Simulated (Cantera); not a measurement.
Hydrocarbon pyrolysis for carbon deposition

An isothermal, constant-pressure homogeneous reactor starts with CH4 : N2 = 1 : 150 (molar parts), at 1850 K and 2.10 Torr.

Cantera simulation using GRI-Mech 3.0 (53 species, 325 reactions); the numbers are that mechanism's predictions, not measurements. GRI-Mech 3.0 stops at C3 and has no aromatics, soot or wall deposition, so with more carbon than oxygen in the feed, carbon stays in small species such as C2H2 where larger ones or solid carbon would form. Radical loss at walls, strong at low pressure, is not modelled.

```
t (s)        x CH4     x HCN      x H2    x C2H6    x C2H2
--------  --------  --------  --------  --------  --------
6.00e-5    0.00662    <1e-12   2.31e-9    <1e-12    <1e-12
0.000223   0.00662    <1e-12   3.05e-8    <1e-12    <1e-12
0.000828   0.00662    <1e-12   3.60e-7    <1e-12    <1e-12
0.00307    0.00661  1.01e-12   3.10e-6  7.57e-12  8.69e-12
0.0114     0.00659  2.77e-11   1.62e-5  2.36e-10   2.69e-9
0.0424     0.00648   1.10e-9   7.19e-5   4.00e-9   5.67e-7
0.158      0.00584   8.38e-8  0.000639   4.49e-8   8.03e-5
0.585      0.00226   5.82e-6   0.00599   3.70e-8   0.00186
2.17      0.000297   3.37e-5   0.00929   1.52e-9   0.00308
8.08       1.84e-5   8.02e-5   0.00974  1.35e-11   0.00324
30.0       1.84e-7   9.76e-5   0.00974    <1e-12   0.00324
```
x: mole fraction; the columns are a selection and need not sum to one.

Equilibrium at this temperature and pressure: CH4 1.03e-9, HCN 0.00636, H2 0.00937, C2H6 <1e-12, C2H2 0.000102 (gas phase only).
